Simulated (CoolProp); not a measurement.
A Linde-Hampson liquefier for carbon monoxide: isothermal reversible compression at 280 K from 1 atm to 5 MPa, throttling to 1 atm, return gas leaving the recuperator 5 K below the feed. Each further row changes one setting.

Model: reference Helmholtz-energy equation of state, Lemmon 2006, in CoolProp. It is a short technical equation, of lower accuracy than the large ones.

| case | liquid yield per pass | compression work (kJ/kg of gas) |
|---|---|---|
| as stated | 0.021 | 322 |
| high pressure 10 MPa | 0.051 | 379 |
| warm-end temperature 310 K | 0.013 | 358 |
| warm-end gap 10 K | 0.009 | 322 |
